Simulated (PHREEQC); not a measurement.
A solution holds 0.029 mol KOH, 7.9e-07 mol H4SiO4 and 0.001 mol Na2CO3 per kg of water, at 25 °C. Closed to the air; pH follows from the charge balance.

Model: ion-association model, phreeqc.dat, run in PHREEQC.

| quantity | before | after |
|---|---|---|
| pH | 12.38 | 12.36 |
| ionic strength (mol/kgw) | 0.0320 | 0.0562 |
| H3SiO4- (mol/kgw) | 6.25e-7 | 6.17e-7 |
| H2SiO4-2 (mol/kgw) | 1.64e-7 | 1.72e-7 |
| H4SiO4 (mol/kgw) | 1.47e-9 | 1.45e-9 |
| SI of Quartz (SiO2) | -4.85 | -4.85 |

### Question
Name the change that produced these shifts.
A. H4SiO4 from 7.9e-07 to 1.18e-06 mol/kgw
B. 0.029 mol/kgw HF added
C. Na2CO3 left out
D. Na2CO3 from 0.001 to 0.01 mol/kgw
E. Na2CO3 from 0.001 to 0.0015 mol/kgw

### Answer
D, Na2CO3 from 0.001 to 0.01 mol/kgw

This is a speciation only: nothing precipitates in the calculation.
